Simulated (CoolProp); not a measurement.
A Linde-Hampson liquefier for ethylene: isothermal reversible compression at 320 K from 1 atm to 30 MPa, throttling to 1 atm, return gas leaving the recuperator 5 K below the feed. Each further row changes one setting.

The numbers come from the reference Helmholtz-energy equation of state, Smukala 2000 in CoolProp.

```
case                        liquid yield per pass  compression work (kJ/kg of gas)
--------------------------  ---------------------  -------------------------------
as stated                                     ___                              444
high pressure 60 MPa                          ___                              ___
warm-end temperature 350 K                    ___                              ___
warm-end gap 10 K                             ___                              444
```

Q: Fill in the missing entries.

A: 
- as stated, liquid yield per pass: 0.422
- high pressure 60 MPa, liquid yield per pass: 0.403
- high pressure 60 MPa, compression work (kJ/kg of gas): 513
- warm-end temperature 350 K, liquid yield per pass: 0.350
- warm-end temperature 350 K, compression work (kJ/kg of gas): 512
- warm-end gap 10 K, liquid yield per pass: 0.416
